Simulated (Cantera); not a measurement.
Input: 1 mol SiH₄, 0.22 mol NH₃, held at 0.280 bar.

These are equilibrium values from Cantera (NASA tables, ideal gas, pure condensed phases), not measurements of a reactor. Candidate condensed phases: Si, Si₃N₄; 18 gas species. Mutual solubility and eutectic melting of coexisting phases are not modelled. Kinetics and transport are ignored. All values below are at 900 °C.

Base state: H₂ 1.00 (mole fractions); condensed: Si(s) + Si₃N₄(s).

Question: What changes in the equilibrium state with this change: NH₃ from 0.22 to 1.6 mol?

Answer: 
```tsv
species	before	after
H₂	1.00	0.971
N₂	4.32e-8	0.0294
Si(s), mol	0.835	0
Si₃N₄(s), mol	0.0550	0.333
```
